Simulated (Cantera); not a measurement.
Silicon carbide growth: SiH4 + CH4 + H2

Feed: 1 mol SiH4, 0.015 mol CH4, 14 mol H2, equilibrated at 1.90 mbar.

Equilibrium computed with Cantera from the NASA thermochemical tables; the gas is ideal and each condensed phase is pure. Candidate condensed phases: C, C6H6, C7H8, C8H18, Si, SiC; 87 gas species. Mutual solubility and eutectic melting of coexisting phases are not modelled. Gases not in the tables: Si2H6 and higher silanes. The numbers say what is thermodynamically allowed, not how fast it happens.

| T (K) | x H2 | x H | x Si | x SiH | n Si(s) | n SiC(s) | n Si(l) |
|---|---|---|---|---|---|---|---|
| 1250 | 1.000 | 1.11e-5 | 4.37e-9 | 2.10e-9 | 0.985 | 0.0150 | 0 |
| 1350 | 1.000 | 5.47e-5 | 1.05e-7 | 2.92e-8 | 0.985 | 0.0150 | 0 |
| 1450 | 1.000 | 0.000217 | 1.62e-6 | 2.80e-7 | 0.985 | 0.0150 | 0 |
| 1550 | 0.999 | 0.000722 | 1.75e-5 | 2.00e-6 | 0.985 | 0.0150 | 0 |
| 1650 | 0.998 | 0.00208 | 0.000141 | 1.12e-5 | 0.982 | 0.0150 | 0 |
| 1750 | 0.994 | 0.00532 | 0.000790 | 4.54e-5 | 0 | 0.0149 | 0.971 |
| 1850 | 0.984 | 0.0123 | 0.00339 | 0.000146 | 0 | 0.0142 | 0.925 |
| 1950 | 0.961 | 0.0258 | 0.0125 | 0.000410 | 0 | 0.0104 | 0.761 |
| 2050 | 0.907 | 0.0496 | 0.0407 | 0.00102 | 0 | 0 | 0.230 |
| 2150 | 0.855 | 0.0895 | 0.0527 | 0.00104 | 0 | 0 | 0 |
x: gas mole fraction; n: condensed amount in mol.

From 1250 K to 1650 K the condensed part is Si(s) + SiC(s). From 1750 K to 1950 K the condensed part is Si(l) + SiC(s). At 2050 K the condensed part is Si(l). At 2150 K nothing is condensed. The main Si-bearing gas is SiH2 at 1250 K and Si at 2150 K.
